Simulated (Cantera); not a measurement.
What does this Cantera script print?

```python
import numpy as np
import cantera as ct

gas_names = [...]  # 91 gases of nasa_gas.yaml made of C, Cl, H
cond_names = """
    C(gr) C6H6(L) C7H8(L) C8H18(L),n-octa
""".split()


# ... load() reads the species with a 1 bar reference pressure and builds the phases ...
atoms = {
    'CCl4': {'C': 1, 'CL': 4},
    'CH4': {'C': 1, 'H': 4},
}
top_T = {'C(gr)': 4500}  # K; cautious upper limits of use, not melting points


# ... equilibrate(T, P, feed) seeds the gas with the atoms and calls Mixture.equilibrate('TP', solver="vcs", rtol=1e-11, max_steps=5000) ...
results = []
feed = {'CCl4': 1, 'CH4': 0.23}  # mol
T = 825  # K
P = 9900  # Pa
mix = equilibrate(T, P, feed)
results.append((T, P, feed, dict(zip(mix.species_names, mix.species_moles))))
print(gas.report(threshold=0.0001))
for i in range(1, mix.n_phases):
    print(f"{mix.phase(i).name:16s} {mix.phase_moles(i):12.5e} mol")
```

Output:

```
       temperature   825 K
          pressure   9900 Pa
           density   0.084 kg/m^3
  mean mol. weight   58.201 kg/kmol
   phase of matter   gas

                          1 kg             1 kmol
                     ---------------   ---------------
          enthalpy       -2.9255e+05       -1.7027e+07  J
   internal energy       -4.1041e+05       -2.3886e+07  J
           entropy            4619.3        2.6885e+05  J/K
    Gibbs function       -4.1035e+06       -2.3883e+08  J
 heat capacity c_p             599.4             34886  J/K
 heat capacity c_v            456.55             26572  J/K

                      mass frac. Y      mole frac. X     chem. pot. / RT
                     ---------------   ---------------   ---------------
              CCL4         0.0069188          0.002618           -63.739
               CL2           0.75818           0.62239           -31.234
               HCL           0.23488           0.37496           -40.566
     [  +88 minor]        2.6078e-05        4.1547e-05

C(gr)             1.22357e+00 mol
```

These are equilibrium values from Cantera (NASA tables, ideal gas, pure condensed phases), not measurements of a reactor. Gases not in the tables: chlorinated aromatics.
